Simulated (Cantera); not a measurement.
A closed system holds: 1 mol FeCl3, 3.3 mol O2, 420 mol N2, held at 1898.15 K and 0.0560 bar.

Cantera equilibrium calculation (NASA polynomials, part measured and part estimated; ideal gas, pure solids and liquids). Candidate condensed phases: Fe, FeCl2, FeCl3, FeO, Fe2O3, Fe3O4; 19 gas species. The numbers say what is thermodynamically allowed, not how fast it happens.

Base state: N2 0.987, O2 0.00711, Cl 0.00238, FeCl2 0.00234, NO 0.00117, O 0.000105 (mole fractions); condensed: gas only.

Task: What changes in the equilibrium state with this change: N2 from 420 to 1 mol?

Result: 
| species | before | after |
|---|---|---|
| O2 | 0.00711 | 0.524 |
| FeCl2 | 0.00234 | 0.158 |
| N2 | 0.987 | 0.158 |
| Cl | 0.00238 | 0.148 |
| FeCl3 | 3.36e-7 | 0.00141 |
| Cl2 | 1.32e-6 | 0.00510 |
| ClO | 7.75e-7 | 0.000414 |
| O | 0.000105 | 0.000899 |
| NO | 0.00117 | 0.00403 |

Task: What changes in the equilibrium state with this change: O2 from 3.3 to 0.13 mol?

Result: 
```tsv
species	before	after
N2	0.987	0.995
Cl	0.00238	0.00238
FeCl2	0.00234	0.00236
O2	0.00711	0.000200
NO	0.00117	0.000197
O	0.000105	1.75e-5
```
